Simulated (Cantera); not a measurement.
Input: 1 mol Zr, 0.52 mol N2O, 16 mol H2, at 2377 °C and 0.100 bar.

These are equilibrium values from Cantera (NASA tables, ideal gas, pure condensed phases), not measurements of a reactor. Candidate condensed phases: H2O, Zr, ZrN, ZrO2; 28 gas species. Mutual solubility and eutectic melting of coexisting phases are not modelled. ZrN: taken at fixed stoichiometry. Condensed phases not in the tables: solid solutions among these carbides, nitrides and lower oxides. Rates play no part.

Base state: H2 0.853, H 0.137, N2 0.00894, ZrO 0.00137, H2O 0.000193, ZrO2 2.83e-5, Zr 1.89e-5 (mole fractions); condensed: ZrN(s) + ZrO2(s).

### Question
What changes in the equilibrium state with this change: temperature from 2377 °C to 1077 °C?

### Answer
```tsv
species	before	after
H2	0.853	0.991
N2	0.00894	0.00929
H	0.137	7.50e-6
ZrO	0.00137	<1e-9
ZrO2	2.83e-5	<1e-9
Zr	1.89e-5	<1e-9
H2O	0.000193	1.76e-6
ZrN(s), mol	0.730	0.740
ZrO2(s), mol	0.246	0
ZrO2(monoclinic), mol	0	0.260
```
